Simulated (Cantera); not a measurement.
A Cantera script and what it prints.

```python
import numpy as np
import cantera as ct

gas_names = """
    CL CLO CL2 Fe FeCL FeCL2 FeCL3 FeO Fe2CL4 Fe2CL6 O O2 O3
""".split()
cond_names = """
    Fe(a) Fe(c) Fe(d) Fe(L) FeCL2(s) FeCL2(L) FeCL3(s) FeCL3(L) FeO(s) FeO(L) Fe2O3(s) Fe3O4(s)
""".split()


# ... load() reads the species with a 1 bar reference pressure and builds the phases ...
atoms = {
    'Fe3O4': {'Fe': 3, 'O': 4},
    'Cl2': {'CL': 2},
}
top_T = {'Fe2O3(s)': 1830, 'Fe3O4(s)': 1870}  # K; cautious upper limits of use, not melting points


# ... equilibrate(T, P, feed) seeds the gas with the atoms and calls Mixture.equilibrate('TP', solver="vcs", rtol=1e-11, max_steps=5000) ...
results = []
T = 1300  # K
P = 7300  # Pa
for m in [0.12, 0.2, 0.29, 0.38, 0.47, 0.56, 0.65, 0.74, 0.83]:
    feed = {'Fe3O4': 1, 'Cl2': m}  # mol
    mix = equilibrate(T, P, feed)
    results.append((T, P, feed, dict(zip(mix.species_names, mix.species_moles))))

top = {s: max(r[3][s] / sum(r[3][g] for g in gas_names) for r in results) for s in gas_names}
cols = sorted((s for s in top if top[s] > 0.0001), key=lambda s: -top[s])[:6]
seen = [c for c in cond_names if any(r[3].get(c, 0) > 1e-12 for r in results)]
print("log10 of partial pressures in bar; condensed amounts in mol")
print(f"{'n(Cl2)':>10s}" + "".join(f"{s[:9]:>10s}" for s in cols + seen))
for T, P, feed, n in results:
    ng = sum(n[g] for g in gas_names)
    print(f"{feed['Cl2']:10.4g}" + "".join(f"{np.log10(max(n[s] / ng * P / 1e5, 1e-99)):10.3f}" for s in cols)
          + "".join(f"{n.get(c, 0):10.4g}" for c in seen))
```

It prints:

```
log10 of partial pressures in bar; condensed amounts in mol
    n(Cl2)     FeCL2     FeCL3       CL2        O2        CL    Fe2CL4  Fe2O3(s)  Fe3O4(s)
      0.12    -1.295    -1.691    -3.029    -4.781    -3.421    -3.244    0.4148    0.6889
       0.2    -1.295    -1.691    -3.029    -4.781    -3.421    -3.244    0.6913    0.4815
      0.29    -1.295    -1.691    -3.029    -4.781    -3.421    -3.244     1.002    0.2482
      0.38    -1.295    -1.691    -3.029    -4.781    -3.421    -3.244     1.313   0.01487
      0.47    -1.529    -1.469    -2.118    -3.254    -2.965    -3.713     1.331         0
      0.56    -1.680    -1.475    -1.829    -2.668    -2.821    -4.013     1.324         0
      0.65    -1.768    -1.508    -1.718    -2.402    -2.765    -4.191     1.313         0
      0.74    -1.826    -1.539    -1.664    -2.252    -2.738    -4.307     1.299         0
      0.83    -1.867    -1.565    -1.633    -2.157    -2.723    -4.389     1.284         0
```

Equilibrium computed with Cantera from the NASA thermochemical tables; the gas is ideal and each condensed phase is pure. Mutual solubility and eutectic melting of coexisting phases are not modelled.
